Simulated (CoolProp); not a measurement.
Properties of n-perfluorohexane along the isotherm 292.1 K.

Values from CoolProp's reference Helmholtz-energy equation of state, Gao 2022.

```tsv
p (MPa)	phase	density (kg/m³)	cp (kJ/(kg K))	cv (kJ/(kg K))	Joule-Thomson coefficient (K/MPa)	fugacity coefficient
0.00826	gas	1.158	0.8055	0.7800	27.33	0.9927
0.0129	gas	1.816	0.8064	0.7804	27.56	0.9886
0.02	gas	2.835	0.8077	0.7809	27.92	0.9824
0.0312	liquid	1693	1.037	0.8436	-0.2866	0.7046
0.0486	liquid	1694	1.037	0.8436	-0.2867	0.4530
0.0756	liquid	1694	1.037	0.8436	-0.2868	0.2919
0.118	liquid	1694	1.037	0.8436	-0.2870	0.1876
0.183	liquid	1694	1.037	0.8436	-0.2873	0.1216
0.285	liquid	1695	1.037	0.8436	-0.2878	0.07876
0.444	liquid	1695	1.037	0.8436	-0.2885	0.05122
0.692	liquid	1696	1.036	0.8436	-0.2897	0.03354
1.08	liquid	1698	1.036	0.8436	-0.2914	0.02219
1.68	liquid	1700	1.035	0.8437	-0.2939	0.01498
2.61	liquid	1704	1.034	0.8438	-0.2977	0.01040
```
